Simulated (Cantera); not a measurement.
Input: 1 mol n-butane, 0.57 mol H₂O, 2 mol NH₃, at 1375 K and 13300 Pa.

These are equilibrium values from Cantera (NASA tables, ideal gas, pure condensed phases), not measurements of a reactor. Candidate condensed phases: C, C₆H₆, C₇H₈, C₈H₁₈, H₂O; 136 gas species. The numbers say what is thermodynamically allowed, not how fast it happens.

Base state: H₂ 0.845, N₂ 0.0986, CO 0.0562, CH₄ 0.000473, HCN 0.000116, H₂O 2.91e-5 (mole fractions); condensed: C(graphite).

What changes in the equilibrium state with this change: NH₃ from 2 to 0.077 mol?


```csv
species,before,after
H₂,0.845,0.903
CO,0.0562,0.0906
N₂,0.0986,0.00610
HCN,0.000116,3.00e-5
H₂O,2.91e-5,5.01e-5
CH₄,0.000473,0.000541
"C(graphite), mol",3.42,3.43
```
